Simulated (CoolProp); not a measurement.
Vapour-liquid equilibrium of acetone (1) + toluene (2) at 3.8 bar; x and y are mole fractions of (1).

The numbers come from the multi-fluid Helmholtz-energy mixture model, Lemmon 2006 and Lemmon 2006; pair parameters Bell 2016 in CoolProp.

| x | bubble temperature (K) | y at the bubble point | dew temperature at overall composition x (K) | liquid density (mol/L) |
|---|---|---|---|---|
| 0.05 | 428.9 | 0.199 | ___ | 8.023 |
| 0.125 | 418.5 | 0.399 | 432.4 | 8.312 |
| 0.2 | 410.5 | 0.531 | 428.9 | 8.584 |
| 0.275 | 404.3 | 0.624 | 425.1 | 8.850 |
| 0.35 | 399.3 | 0.694 | ___ | 9.116 |
| 0.425 | 395.0 | 0.748 | 417.0 | 9.386 |
| 0.5 | 391.4 | 0.793 | ___ | 9.664 |
| 0.575 | 388.2 | 0.832 | 407.7 | 9.954 |
| 0.65 | ___ | 0.867 | ___ | 10.26 |
| 0.725 | 382.6 | 0.898 | 396.9 | 10.58 |
| 0.8 | ___ | ___ | 390.9 | 10.92 |
| 0.875 | 377.7 | 0.955 | 384.6 | 11.28 |
| 0.95 | 375.4 | 0.982 | ___ | 11.66 |

### Question
What belongs in the gaps?

### Answer

- 0.05, dew temperature at overall composition x (K): 435.8
- 0.35, dew temperature at overall composition x (K): 421.2
- 0.5, dew temperature at overall composition x (K): 412.5
- 0.65, bubble temperature (K): 385.3
- 0.65, dew temperature at overall composition x (K): 402.5
- 0.8, bubble temperature (K): 380.1
- 0.8, y at the bubble point: 0.927
- 0.95, dew temperature at overall composition x (K): 378.2

No azeotrope shows between x = 0.05 and 0.95.

Pair parameters are fitted to limited data, so mixtures are less certain than the pure fluids.
